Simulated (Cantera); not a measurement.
Charge: 1 mol CaCO3, 0.21 mol C, 3.3 mol O2, at 2098 K and 5.50 bar.

Equilibrium computed with Cantera from the NASA thermochemical tables; the gas is ideal and each condensed phase is pure. Candidate condensed phases: C, Ca, CaCO3, CaO; 15 gas species. Kinetics and transport are ignored.

Base state: O2 0.718, CO2 0.281, O 0.000495, CO 0.000408 (mole fractions); condensed: CaO(s).

Problem. What changes in the equilibrium state with this change: pressure from 5.50 bar to 0.100 bar?

Solution. 
| species | before | after |
|---|---|---|
| O2 | 0.718 | 0.716 |
| CO2 | 0.281 | 0.277 |
| O | 0.000495 | 0.00367 |
| CO | 0.000408 | 0.00299 |
| CaO(s), mol | 1.00 | 1.00 |
